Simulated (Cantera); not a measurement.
A Cantera script and what it prints.

```python
import numpy as np
import cantera as ct

gas_names = """
    H HNO HNO2 HNO3 HO2 H2 H2O H2O2 N NH NH2 NH3 NH2OH NO NO2 NO3 N2 N2H2 N2H4 N2O O OH O2 O3 Si SiH
    SiH2 SiH3 SiH4 SiN SiO SiO2 Si2 Si2N Si3
""".split()
cond_names = """
    H2O(s) H2O(L) Si(cr) Si(L) SiO2(Lqz) SiO2(hqz) SiO2(L) Si2N2O(s) Si3N4(a)
""".split()


# ... load() reads the species with a 1 bar reference pressure and builds the phases ...
atoms = {
    'Si3N4': {'Si': 3, 'N': 4},
    'H2O': {'H': 2, 'O': 1},
    'H2': {'H': 2},
}
top_T = {'Si2N2O(s)': 2100, 'Si3N4(a)': 2400}  # K; cautious upper limits of use, not melting points


# ... equilibrate(T, P, feed) seeds the gas with the atoms and calls Mixture.equilibrate('TP', solver="vcs", rtol=1e-11, max_steps=5000) ...
results = []
feed = {'Si3N4': 1, 'H2O': 0.031, 'H2': 29}  # mol
T = 1898.15  # K
P = 1333.22  # Pa
mix = equilibrate(T, P, feed)
results.append((T, P, feed, dict(zip(mix.species_names, mix.species_moles))))
print(gas.report(threshold=1e-06))
for i in range(1, mix.n_phases):
    print(f"{mix.phase(i).name:16s} {mix.phase_moles(i):12.5e} mol")
```

It prints:

```
       temperature   1898.2 K
          pressure   1333.2 Pa
           density   0.00031658 kg/m^3
  mean mol. weight   3.7476 kg/kmol
   phase of matter   gas

                          1 kg             1 kmol
                     ---------------   ---------------
          enthalpy        1.3715e+07        5.1396e+07  J
   internal energy        9.5033e+06        3.5614e+07  J
           entropy             61107          2.29e+05  J/K
    Gibbs function       -1.0228e+08       -3.8328e+08  J
 heat capacity c_p            9041.1             33882  J/K
 heat capacity c_v            6822.4             25567  J/K

                      mass frac. Y      mole frac. X     chem. pot. / RT
                     ---------------   ---------------   ---------------
                 H         0.0017554         0.0065262           -11.854
                H2           0.49883           0.92728           -23.708
                N2           0.47918          0.064102           -33.831
                Si         0.0069186        0.00092319           -5.5842
               SiH        0.00069501        8.9527e-05           -17.438
              SiH2        0.00042926        5.3443e-05           -29.292
               SiN        0.00010198        9.0792e-06           -22.499
               SiO           0.01169        0.00099375           -47.065
               Si2        0.00011064        7.3816e-06           -11.168
              Si2N        0.00024646        1.3161e-05           -28.084
               Si3        3.7469e-05        1.6666e-06           -16.752
     [  +24 minor]        7.2075e-07        1.2526e-07

Si(L)             2.93402e+00 mol
SiO2(L)           0.00000e+00 mol
Si2N2O(s)         0.00000e+00 mol
Si3N4(a)          0.00000e+00 mol
```

These are equilibrium values from Cantera (NASA tables, ideal gas, pure condensed phases), not measurements of a reactor. Gases not in the tables: Si2H6 and higher silanes.
